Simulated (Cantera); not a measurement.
# Stirred combustor or abatement burner

A perfectly stirred reactor is fed with CH4 : CO : O2 : N2 = 1 : 0.17 : 2.94 : 29.1 (molar parts), at 4.93 atm; it is adiabatic with a 823 K inlet, and is followed from long to short residence time, starting on the burning branch (τ in s: 0.033, 0.013, 0.0054, 0.0022, 0.0009, 0.00036, 0.00015, 6e-05, 2.5e-05, 1e-05).

Model: GRI-Mech 3.0 (53 species, 325 reactions), integrated in Cantera.

```csv
τ (s),T (K),x CH4,x CO,x O2,x N2O,x HCO,x CH2CO
0.033,1550,2.58e-5,0.000383,0.0260,1.55e-6,1.15e-8,3.17e-8
0.013,1546,4.94e-5,0.000755,0.0263,1.74e-6,3.00e-8,8.11e-8
0.0054,1538,9.37e-5,0.00145,0.0267,1.66e-6,7.44e-8,1.96e-7
0.0022,1522,0.000195,0.00294,0.0277,1.37e-6,1.89e-7,5.30e-7
0.00090,823,0.0301,0.00512,0.0885,<1e-12,<1e-12,<1e-12
0.00036,823,0.0301,0.00512,0.0885,<1e-12,<1e-12,<1e-12
0.00015,823,0.0301,0.00512,0.0885,<1e-12,<1e-12,<1e-12
6.0e-5,823,0.0301,0.00512,0.0885,<1e-12,<1e-12,<1e-12
2.5e-5,823,0.0301,0.00512,0.0885,<1e-12,<1e-12,<1e-12
1.0e-5,823,0.0301,0.00512,0.0885,<1e-12,<1e-12,<1e-12
```
x: mole fraction; the columns are a selection and need not sum to one.
